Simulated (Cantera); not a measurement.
A Cantera script and its output.

```python
import numpy as np
import cantera as ct

gas = ct.Solution("gri30.yaml")
gas.TPX = 1875, 100000, {'CH4': 1, 'CO2': 0.35}
reactor = ct.IdealGasConstPressureReactor(gas, energy="off", clone=False)
net = ct.ReactorNet([reactor])
net.rtol, net.atol = 1e-08, 1e-18
show = ['CH4', 'CO2', 'H2', 'CH2O', 'OH']
times = np.geomspace(1e-05, 2, 15)

steps = ct.SolutionArray(gas, extra=["t"])
rows = []
print(f"{'t/s':>10s}{'T/K':>9s}{'P/Pa':>11s}" + "".join(f"{s:>11s}" for s in show))
for t in times:
    while net.time < t:
        t_next = net.step()
        steps.append(gas.state, t=t_next)
    rows.append([np.interp(t, steps.t, y) for y in (steps.T, steps.P, *steps(*show).X.T)])
    print(f"{t:10.3e}{rows[-1][0]:9.1f}{rows[-1][1]:11.4g}" + "".join(f"{x:11.3e}" for x in rows[-1][2:]))
rate = np.gradient(steps.T, steps.t)
print("integrator steps:", len(steps.t))
if steps.T.max() > steps.T[0] + 200:
    print(f"time of steepest temperature rise: {steps.t[rate.argmax()]:.4e} s")
gas.TPX = 1875, 100000, {'CH4': 1, 'CO2': 0.35}
gas.equilibrate("TP")
print(f"equilibrium (TP): T = {gas.T:.1f} K  " + "  ".join(f"{s} {gas[s].X[0]:.3e}" for s in show))
```

Result:

```
       t/s      T/K       P/Pa        CH4        CO2         H2       CH2O         OH
 1.000e-05   1875.0      1e+05  7.355e-01  2.588e-01  2.134e-03  2.647e-06  6.300e-08
 2.391e-05   1875.0      1e+05  7.251e-01  2.579e-01  7.880e-03  1.993e-05  1.391e-07
 5.719e-05   1875.0      1e+05  6.840e-01  2.538e-01  3.556e-02  6.786e-05  3.937e-07
 1.368e-04   1875.0      1e+05  5.585e-01  2.360e-01  1.333e-01  7.288e-05  1.038e-06
 3.270e-04   1875.0      1e+05  3.842e-01  1.997e-01  2.831e-01  3.664e-05  1.823e-06
 7.820e-04   1875.0      1e+05  2.351e-01  1.540e-01  4.008e-01  1.735e-05  3.033e-06
 1.870e-03   1875.0      1e+05  1.234e-01  9.522e-02  4.613e-01  7.598e-06  5.239e-06
 4.472e-03   1875.0      1e+05  5.521e-02  3.455e-02  4.770e-01  2.904e-06  8.010e-06
 1.069e-02   1875.0      1e+05  2.687e-02  1.034e-02  4.974e-01  1.199e-06  8.310e-06
 2.557e-02   1875.0      1e+05  1.883e-02  7.357e-03  5.306e-01  5.942e-07  5.978e-06
 6.116e-02   1875.0      1e+05  1.413e-02  4.418e-03  5.672e-01  2.528e-07  3.151e-06
 1.462e-01   1875.0      1e+05  9.298e-03  1.544e-03  5.982e-01  1.001e-07  1.002e-06
 3.497e-01   1875.0      1e+05  6.121e-03  1.678e-04  6.127e-01  6.803e-08  1.049e-07
 8.363e-01   1875.0      1e+05  5.585e-03  1.150e-06  6.146e-01  6.600e-08  7.175e-10
 2.000e+00   1875.0      1e+05  5.582e-03  1.327e-07  6.146e-01  6.599e-08  8.421e-11
integrator steps: 1868
equilibrium (TP): T = 1875.0 K  CH4 5.582e-03  CO2 1.331e-07  H2 6.146e-01  CH2O 6.599e-08  OH 8.449e-11
```

Computed with Cantera and GRI-Mech 3.0 (53 species, 325 reactions). GRI-Mech 3.0 stops at C3 and has no aromatics, soot or wall deposition, so with more carbon than oxygen in the feed, carbon stays in small species such as C2H2 where larger ones or solid carbon would form.
